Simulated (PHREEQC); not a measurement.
Solution A (3.2 mmol/kgw CaSO4) is mixed with solution B (0.012 mol/kgw HF, 0.14 mol/kgw NaF and 0.00073 mol/kgw H2SiF6) at 25 °C; shares are by mass of water, 1 kg in all. Oxygen is held at 0.21 atm. CO2 from the air is kept out. The run lets Gypsum, Fluorite, Portlandite, Quartz, Mirabilite precipitate or redissolve, and no other solid.

Model: ion-association model, wateq4f.dat, run in PHREEQC.

```csv
share of solution B,pH,Fluorite (mol),F in solution (mol/kgw),Ca in solution (mol/kgw),SO4-2 (mol/kgw),F- (mol/kgw),Ca+2 (mol/kgw)
0,7.03,0,0,0.00320,0.00260,0,0.00260
0.1,3.96,0.00288,0.00988,1.01e-6,…,0.00815,8.08e-7
0.2,4.07,0.00256,0.0262,1.65e-7,0.00238,0.0222,1.33e-7
0.3,4.11,…,0.0424,7.27e-8,0.00203,0.0361,5.84e-8
0.4,4.13,0.00192,…,4.34e-8,0.00171,0.0498,3.44e-8
0.5,4.15,0.00160,0.0750,…,…,0.0633,2.34e-8
0.6,4.16,…,0.0913,2.25e-8,…,0.0767,1.73e-8
0.7,4.18,0.000960,0.108,1.78e-8,0.000813,0.0899,1.35e-8
0.8,4.19,0.000640,0.124,1.47e-8,…,0.103,1.09e-8
0.9,4.20,0.000320,0.140,1.24e-8,0.000264,0.116,9.11e-9
1,4.21,0,0.156,0,0,0.129,0
```

What belongs in the gaps?


- 0.1, SO4-2 (mol/kgw): 0.00275
- 0.3, Fluorite (mol): 0.00224
- 0.4, F in solution (mol/kgw): 0.0587
- 0.5, Ca in solution (mol/kgw): 3.00e-8
- 0.5, SO4-2 (mol/kgw): 0.00140
- 0.6, Fluorite (mol): 0.00128
- 0.6, SO4-2 (mol/kgw): 0.00110
- 0.8, SO4-2 (mol/kgw): 0.000534

SiF6-2 is the database's only silicon fluoride.
